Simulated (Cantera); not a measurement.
## Carbon deposition, reforming and gasification: acetone + CO2 + N2

Charge: 1 mol acetone, 0.86 mol CO2, 1.3 mol N2, equilibrated at 2300000 Pa.

Method: chemical equilibrium by Gibbs-energy minimisation in Cantera with the NASA 1993 tables (ideal gas, pure condensed phases). Candidate condensed phases: C, C6H6, C7H8, C8H18, H2O; 136 gas species. The feed counts by its element totals alone. Equilibrium is a limit: real reactors are often held back by kinetics, nucleation or transport.

From 1298 K to 2198 K the condensed part is C(graphite). The main C-bearing gas is CO throughout. The share of C in condensed phases is highest at 1298 K (32.6 %) and lowest at 2198 K (27.4 %).

```
T (K)   x H2   x CO   x N2     x H2O    x CH4     x CO2  n C(graphite)
-----  -----  -----  -----  --------  -------  --------  -------------
1298   0.376  0.355  0.198    0.0286   0.0260    0.0154           1.26
1373   0.393  0.373  0.193    0.0158   0.0179   0.00728           1.17
1448   0.404  0.381  0.190   0.00897   0.0125   0.00357           1.14
1523   0.411  0.385  0.188   0.00530  0.00893   0.00185           1.12
1598   0.415  0.386  0.187   0.00327  0.00653   0.00101           1.12
1673   0.418  0.387  0.186   0.00209  0.00488  0.000586           1.12
1748   0.420  0.388  0.185   0.00139  0.00373  0.000356           1.12
1823   0.421  0.388  0.185  0.000956  0.00291  0.000225           1.11
1898   0.422  0.388  0.184  0.000677  0.00231  0.000148           1.11
1973   0.422  0.388  0.184  0.000492  0.00187  0.000101           1.10
2048   0.421  0.388  0.183  0.000365  0.00153   7.07e-5           1.09
2123   0.421  0.388  0.182  0.000277  0.00127   5.09e-5           1.07
2198   0.419  0.388  0.181  0.000215  0.00107   3.76e-5           1.06
```
x: gas mole fraction; n: condensed amount in mol.
